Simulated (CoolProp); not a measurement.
Model: reference Helmholtz-energy equation of state, Penoncello 2003, in CoolProp.

### Question
Give the vapour pressure (MPa), liquid density (kg/m³), vapour density (kg/m³), vapour viscosity (µPa s) of saturated CHF3 (R23) at -113.35, -75.65, -63.05 °C.

### Answer
```
T (°C)   p (MPa)  liquid density (kg/m³)  vapour density (kg/m³)  vapour viscosity (µPa s)
-------  -------  ----------------------  ----------------------  ------------------------
-113.35   0.0109                    1560                   0.579                      7.74
-75.65     0.144                    1420                    6.51                      9.82
-63.05     0.271                    1370                    11.8                      10.5
```

Viscosity comes from a separate model (Shan 2000).
